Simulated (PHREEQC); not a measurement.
A made-up water analysis in mg/kgw, 25 °C, pH 8.48, pe 11.4:

| constituent | mg/kgw |
|---|---|
| Na | 14200 |
| K | 499 |
| Ca | 233 |
| Mg | 253 |
| Cl | 11200 |
| S(6) as SO4 | 2070 |
| Alkalinity as HCO3 | 5.55 |
| B | 3.49 |

Cl is adjusted to close the charge balance.
Valence states are taken as typed.

The numbers come from PHREEQC with the ion-association model, phreeqc.dat.

| Item | Result |
|---|---|
| ionic strength | 0.679 mol/kgw |
| activity of water | 0.978 |
| specific conductance | 55100 µS/cm |
| density | 1.024 g/cm³ |

| species | molality | activity | log γ |
|---|---|---|---|
| Cl- | 0.620 | 0.391 | -0.200 |
| Na+ | 0.610 | 0.438 | -0.144 |
| K+ | 0.0126 | 0.00783 | -0.206 |
| SO4-2 | 0.0124 | 0.00225 | -0.741 |
| Mg+2 | 0.00920 | 0.00266 | -0.540 |
| NaSO4- | 0.00731 | 0.00494 | -0.171 |
| Ca+2 | 0.00536 | 0.00134 | -0.602 |
| MgSO4 | 0.00120 | 0.00140 | 0.068 |

Precipitation was switched off in this run.
